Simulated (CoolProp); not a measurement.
100 sccm (0 °C, 1 atm) of nitrogen bubbles through liquid o-xylene at 362 K and leaves saturated at a total pressure of 0.15 MPa (ideal gas phase). Each further row changes one setting.

Computed with CoolProp (reference Helmholtz-energy equation of state, Zhou 2012).

```tsv
case	vapour pressure (kPa)	mole fraction of vapour	delivery (mg/min)	delivery (sccm)	change of delivery for a bath 1 K warmer (%)
as stated	17.8	0.119	63.7	13.4	4.3
bath temperature 367 K	21.3	0.142	78.6	16.6	4.3
total pressure 0.3 MPa	17.8	0.0593	29.8	6.30	4.0
```
